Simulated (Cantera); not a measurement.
Feed: 1 mol C2H2, 0.71 mol CO2, equilibrated at 9.90 bar.

Equilibrium computed with Cantera from the NASA thermochemical tables; the gas is ideal and each condensed phase is pure. Candidate condensed phases: C, C6H6, C7H8, C8H18, H2O; 131 gas species. Ions and electrons are included (thermal ionisation). Rates play no part.

### Question
At 3250 K, list the 7 most abundant gas species with their mole fractions, and the condensed phases.

### Answer
CO 0.569, H2 0.328, H 0.0584, C2H2 (acetylene) 0.0398, C4H2 0.00202, C2H 0.00169, C3 0.000366. Condensed: C(graphite).
